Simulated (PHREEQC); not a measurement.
1 kg of water holding 0.42 mol/kgw Na2CO3, 0.0033 mol/kgw NaOH, 0.54 mol/kgw Na2SO4 and 0.0085 mol/kgw NaCl is evaporated at 25 °C; the solids stay in contact with the brine. CO2 is held at log p = -3.4 (atm). The run lets Burkeite, Halite, Mirabilite, Nahcolite, Natron, Thenardite, Trona precipitate or redissolve, and no other solid.

The series has 9 steps of water left (kg), from 0.9989 to 0.161.

The numbers come from PHREEQC with the Pitzer model, pitzer.dat.

Problem. Which solids form, in which order, and at which step of the series does each first stand?

Solution. Mirabilite from water left = 0.2296 kg (pH 9.99); Trona from water left = 0.161 kg (pH 9.99).
